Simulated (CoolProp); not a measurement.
Vapour-liquid equilibrium of dimethyl carbonate (1) + n-decane (2) at 473.2 K; x and y are mole fractions of (1).

Computed with CoolProp (multi-fluid Helmholtz-energy mixture model, Zhou 2011 and Lemmon 2006; pair parameters Bell 2016).

Task: Give the bubble pressure and the first vapour's composition at x = 0.2, 0.35, 0.95. Is there an azeotrope?

Result: x = 0.2: 6.317 bar, y = 0.711; x = 0.35: 8.294 bar, y = 0.791; x = 0.95: 13.08 bar, y = 0.974. No azeotrope shows between x = 0.05 and 0.95.

Pair parameters are fitted to limited data, so mixtures are less certain than the pure fluids. With so large a gap from Raoult's law the liquid may split in two, which this calculation doesn't test in full.
